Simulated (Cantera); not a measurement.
# Carbothermic reduction: Cu2O + C + CO

A closed system holds: 1 mol Cu2O, a varied amount of C, 0.039 mol CO, held at 1.88 Torr.

Equilibrium computed with Cantera from the NASA thermochemical tables; the gas is ideal and each condensed phase is pure. Candidate condensed phases: C, Cu, CuO, Cu2O; 15 gas species. Each liquid is taken as pure. Mutual solubility and eutectic melting of coexisting phases are not modelled. Kinetics and transport are ignored.

Stable condensed phases:

```
T in K \ n(C) in mol
         0.43 0.62 0.88  1.3  1.8  2.6  3.8  5.4  7.7
   2000     A    A    A    B    B    B    B    B    B
   1925     A    A    A    B    B    B    B    B    B
   1850     C    C    C    D    D    D    D    D    D
   1775     C    C    C    D    D    D    D    D    D
   1700     C    C    C    D    D    D    D    D    D
   1625     C    C    C    D    D    D    D    D    D
   1550     E    C    C    D    D    D    D    D    D
   1475     E    C    C    D    D    D    D    D    D
   1400     E    C    C    D    D    D    D    D    D
   1325     E    C    C    D    D    D    D    D    D
   1250     E    C    C    D    D    D    D    D    D
   1175     E    C    C    D    D    D    D    D    D
```

A: gas only; B: C; C: Cu; D: C + Cu; E: Cu + Cu2O.
